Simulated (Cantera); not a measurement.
Input: 1 mol Ni, 1.6 mol NH3, 2.7 mol H2, held at 1.00 Torr.

Method: chemical equilibrium by Gibbs-energy minimisation in Cantera with the NASA 1993 tables (ideal gas, pure condensed phases). Candidate condensed phases: Ni; 10 gas species. Rates play no part.

Problem. Which condensed phases are stable at each of these points (T (K)): 1673, 1723, 1773, 1823, 1873, 1923, 1973, 2023?

Solution. 
```json
[
 {"T (K)": "1673", "condensed phases": "Ni(s)", "Ni condensed (%)": "99.3"},
 {"T (K)": "1723", "condensed phases": "Ni(s)", "Ni condensed (%)": "98.2"},
 {"T (K)": "1773", "condensed phases": "Ni(l)", "Ni condensed (%)": "96.1"},
 {"T (K)": "1823", "condensed phases": "Ni(l)", "Ni condensed (%)": "91.6"},
 {"T (K)": "1873", "condensed phases": "Ni(l)", "Ni condensed (%)": "82.9"},
 {"T (K)": "1923", "condensed phases": "Ni(l)", "Ni condensed (%)": "65.6"},
 {"T (K)": "1973", "condensed phases": "Ni(l)", "Ni condensed (%)": "31.7"},
 {"T (K)": "2023", "condensed phases": "gas only", "Ni condensed (%)": "0.0"}
]
```

From 1673 K to 1723 K the condensed part is Ni(s). From 1773 K to 1973 K the condensed part is Ni(l). At 2023 K nothing is condensed.
